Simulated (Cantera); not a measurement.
A closed system holds: 1 mol PbO, 2.5 mol C, 1.3 mol CO, equilibrated at 2.70 Torr.

These are equilibrium values from Cantera (NASA tables, ideal gas, pure condensed phases), not measurements of a reactor. Candidate condensed phases: C, Pb, PbO, PbO₂, Pb₃O₄; 15 gas species. The numbers say what is thermodynamically allowed, not how fast it happens.

x: gas mole fraction; n: condensed amount in mol.

```tsv
T (K)	x CO	x Pb	x CO₂	x Pb₂	x C₃	x C	n C(graphite)	n Pb(l)
1050	0.986	0.0129	0.000749	8.28e-8	<1e-12	<1e-12	1.50	0.970
1150	0.919	?	?	?	<1e-12	<1e-12	1.50	?
1250	0.697	0.303	1.68e-5	1.50e-5	<1e-12	<1e-12	1.50	0
1350	0.697	0.303	5.10e-6	9.73e-6	<1e-12	<1e-12	1.50	0
1450	0.697	0.303	1.83e-6	6.68e-6	<1e-12	<1e-12	1.50	0
1550	0.697	0.303	7.58e-7	4.81e-6	<1e-12	<1e-12	1.50	0
1650	0.697	0.303	?	?	<1e-12	<1e-12	1.50	0
1750	0.697	0.303	1.78e-7	2.77e-6	6.60e-12	1.78e-11	1.50	0
1850	0.697	0.303	9.75e-8	2.20e-6	1.41e-10	2.56e-10	1.50	0
1950	0.697	0.303	5.72e-8	1.78e-6	2.17e-9	2.80e-9	1.50	0
2050	0.697	0.303	3.54e-8	1.46e-6	2.56e-8	2.42e-8	1.50	0
2150	0.697	0.303	2.30e-8	1.22e-6	2.38e-7	1.71e-7	1.50	0
2250	0.697	0.303	1.56e-8	1.04e-6	1.81e-6	1.01e-6	1.50	0
```

Task: What belongs in the gaps?

Result: 
- 1150, x Pb: 0.0805
- 1150, x CO₂: 0.000120
- 1150, x Pb₂: 1.76e-6
- 1150, n Pb(l): 0.799
- 1650, x CO₂: 3.50e-7
- 1650, x Pb₂: 3.60e-6
